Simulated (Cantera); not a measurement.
Mixture: CH₄ : O₂ : N₂ = 1 : 1.67 : 6.27 (molar parts), at 428 Torr, adiabatic and at constant pressure. Ignition delay is the time to a rise of 400 K.

Detailed kinetics in Cantera: GRI-Mech 3.0 (53 species, 325 reactions).

### Question
What does this change do: pressure from 428 Torr to 7500 Torr?

### Answer
```
quantity                                                before       after
--------------------------------------------------  ----------  ----------
delay at 1075 K                                        0.579 s     27.3 ms
delay at 1125 K                                        0.255 s     13.6 ms
delay at 1175 K                                        0.117 s     7.07 ms
delay at 1225 K                                        56.1 ms     3.82 ms
delay at 1275 K                                        27.9 ms     2.13 ms
delay at 1325 K                                        14.4 ms     1.21 ms
delay at 1375 K                                        7.69 ms    0.709 ms
apparent activation energy between 1275 and 1375 K  190 kJ/mol  160 kJ/mol
```

### Question
What does this change do: CH4 1 to 2.3 parts?

### Answer
```csv
quantity,before,after
delay at 1075 K,0.579 s,0.931 s
delay at 1125 K,0.255 s,0.411 s
delay at 1175 K,0.117 s,0.190 s
delay at 1225 K,56.1 ms,91.0 ms
delay at 1275 K,27.9 ms,45.2 ms
delay at 1325 K,14.4 ms,23.1 ms
delay at 1375 K,7.69 ms,12.2 ms
apparent activation energy between 1275 and 1375 K,190 kJ/mol,190 kJ/mol
```
